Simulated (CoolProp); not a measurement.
Propylene along the isobar 515 kPa: density (kg/m³) from the reference equation and from simpler models built on Tc = 91.1 °C, pc = 4555 kPa, ω = 0.146; each cubic takes its own stable root.

Computed with CoolProp (reference Helmholtz-energy equation of state, Lemmon 2013).

```json
[
 {"T (°C)": "-111.35", "phase": "liquid", "reference": "684.7"},
 {"T (°C)": "-94.35", "phase": "liquid", "reference": "665.6"},
 {"T (°C)": "-77.45", "phase": "liquid", "reference": "646.2"},
 {"T (°C)": "-60.55", "phase": "liquid", "reference": "626.3"},
 {"T (°C)": "-43.65", "phase": "liquid", "reference": "605.6"},
 {"T (°C)": "-26.75", "phase": "liquid", "reference": "583.8"},
 {"T (°C)": "-9.75", "phase": "liquid", "reference": "560.4"},
 {"T (°C)": "7.15", "phase": "gas", "reference": "10.29"},
 {"T (°C)": "24.05", "phase": "gas", "reference": "9.516"},
 {"T (°C)": "40.95", "phase": "gas", "reference": "8.874"},
 {"T (°C)": "57.85", "phase": "gas", "reference": "8.328"},
 {"T (°C)": "74.85", "phase": "gas", "reference": "7.853"},
 {"T (°C)": "91.75", "phase": "gas", "reference": "7.437"},
 {"T (°C)": "108.65", "phase": "gas", "reference": "7.068"}
]
```

### Question
How far does each simpler model (van der Waals, Redlich-Kwong, Soave-Redlich-Kwong, Peng-Robinson) lie from the reference over these 14 states: mean and median of the absolute difference, and the worst?

### Answer
- van der Waals: mean 32.3 %, median 20.1 %, worst -98.1 % at -9.75 °C and 515 kPa
- Redlich-Kwong: mean 10.3 %, median 4.0 %, worst -98.0 % at -9.75 °C and 515 kPa
- Soave-Redlich-Kwong: mean 3.3 %, median 3.3 %, worst -7.0 % at -9.75 °C and 515 kPa
- Peng-Robinson: mean 3.0 %, median 2.6 %, worst +6.1 % at -43.65 °C and 515 kPa

At some of these states van der Waals, Redlich-Kwong gives the other phase, because its saturation line lies elsewhere.
